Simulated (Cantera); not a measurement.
**Equilibrium for fluorocarbon and chlorocarbon gases: CF4 + HCl**

Feed: 1 mol CF4, a varied amount of HCl, held at 798.15 K and 25.0 Pa.

Cantera equilibrium calculation (NASA polynomials, part measured and part estimated; ideal gas, pure solids and liquids). Candidate condensed phases: C, C6H6, C7H8, C8H18; 118 gas species. Condensed phases not in the tables: fluorocarbon polymer. Gases not in the tables: C2F6 and larger saturated fluorocarbons. Equilibrium is a limit: real reactors are often held back by kinetics, nucleation or transport.

```json
[
 {"n(HCl) (mol)": "0.011", "x CF4": "0.984", "x HCl": "0.00257", "x HF": "0.00829", "x Cl2": "0.00334", "n C(graphite)": "0.00170"},
 {"n(HCl) (mol)": "0.021", "x CF4": "0.971", "x HCl": "0.00608", "x HF": "0.0144", "x Cl2": "0.00613", "n C(graphite)": "0.00315"},
 {"n(HCl) (mol)": "0.039", "x CF4": "0.949", "x HCl": "0.0134", "x HF": "0.0240", "x Cl2": "0.0106", "n C(graphite)": "0.00555"},
 {"n(HCl) (mol)": "0.073", "x CF4": "0.911", "x HCl": "0.0284", "x HF": "0.0390", "x Cl2": "0.0177", "n C(graphite)": "0.00963"},
 {"n(HCl) (mol)": "0.14", "x CF4": "0.846", "x HCl": "0.0589", "x HF": "0.0621", "x Cl2": "0.0289", "n C(graphite)": "0.0168"},
 {"n(HCl) (mol)": "0.25", "x CF4": "0.757", "x HCl": "0.106", "x HF": "0.0898", "x Cl2": "0.0425", "n C(graphite)": "0.0272"},
 {"n(HCl) (mol)": "0.47", "x CF4": "0.625", "x HCl": "0.185", "x HF": "0.125", "x Cl2": "0.0602", "n C(graphite)": "0.0457"}
]
```
x: gas mole fraction; n: condensed amount in mol.

From 0.011 mol HCl to 0.47 mol HCl the condensed part is C(graphite). The main C-bearing gas is CF4 throughout. The share of C in condensed phases is highest at 0.47 mol HCl (4.6 %) and lowest at 0.011 mol HCl (0.2 %).
